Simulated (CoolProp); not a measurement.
Vapour-liquid equilibrium of R125 (1) + R236FA (2) at 0.0688 MPa; x and y are mole fractions of (1).

The numbers come from the multi-fluid Helmholtz-energy mixture model, Lemmon 2005 and Pan 2012; pair parameters Bell 2016 in CoolProp.

### Question
Give the bubble temperature and the first vapour's composition at x = 0.05, 0.5, 0.8. Is there an azeotrope?

### Answer
x = 0.05: -16.2 °C, y = 0.267; x = 0.5: -43.5 °C, y = 0.909; x = 0.8: -51.7 °C, y = 0.978. No azeotrope shows between x = 0.05 and 0.95.

Pair parameters are fitted to limited data, so mixtures are less certain than the pure fluids.
